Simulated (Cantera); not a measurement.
An adiabatic, constant-volume homogeneous reactor starts with CO : H₂ : O₂ : N₂ = 1 : 0.17 : 0.244 : 0.916 (molar parts), at 975 K and 61000 Pa. Integrator tolerance rtol = 1e-08.

Computed with Cantera and GRI-Mech 3.0 (53 species, 325 reactions).

What does this change do: CO 1 to 2 parts?


```tsv
quantity	before	after
time of steepest temperature rise	0.749 ms	1.08 ms
temperature at 0.400 s	2739 K	2374 K
equilibrium temperature	2739 K	2374 K
x(CO) at 0.400 s	0.315 (gas-phase equilibrium 0.315)	0.521 (gas-phase equilibrium 0.521)
x(H₂) at 0.400 s	0.0167 (gas-phase equilibrium 0.0167)	0.0224 (gas-phase equilibrium 0.0224)
x(O₂) at 0.400 s	0.00227 (gas-phase equilibrium 0.00227)	1.42e-5 (gas-phase equilibrium 1.42e-5)
x(O) at 0.400 s	0.00164 (gas-phase equilibrium 0.00164)	2.44e-5 (gas-phase equilibrium 2.44e-5)
x(HO₂) at 0.400 s	7.14e-7 (gas-phase equilibrium 7.14e-7)	4.60e-9 (gas-phase equilibrium 4.60e-9)
x(H₂O) at 0.400 s	0.0573 (gas-phase equilibrium 0.0573)	0.0315 (gas-phase equilibrium 0.0315)
x(NO) at 0.400 s	0.00261 (gas-phase equilibrium 0.00261)	9.23e-5 (gas-phase equilibrium 9.23e-5)
```

What does this change do: 0.095 parts CO2 added?


```tsv
quantity	before	after
time of steepest temperature rise	0.749 ms	0.808 ms
temperature at 0.400 s	2739 K	2662 K
equilibrium temperature	2739 K	2662 K
x(CO) at 0.400 s	0.315 (gas-phase equilibrium 0.315)	0.303 (gas-phase equilibrium 0.303)
x(H₂) at 0.400 s	0.0167 (gas-phase equilibrium 0.0167)	0.0138 (gas-phase equilibrium 0.0138)
x(O₂) at 0.400 s	0.00227 (gas-phase equilibrium 0.00227)	0.00187 (gas-phase equilibrium 0.00187)
x(O) at 0.400 s	0.00164 (gas-phase equilibrium 0.00164)	0.00108 (gas-phase equilibrium 0.00108)
x(HO₂) at 0.400 s	7.14e-7 (gas-phase equilibrium 7.14e-7)	5.21e-7 (gas-phase equilibrium 5.21e-7)
x(H₂O) at 0.400 s	0.0573 (gas-phase equilibrium 0.0573)	0.0586 (gas-phase equilibrium 0.0586)
x(NO) at 0.400 s	0.00261 (gas-phase equilibrium 0.00261)	0.00206 (gas-phase equilibrium 0.00206)
```
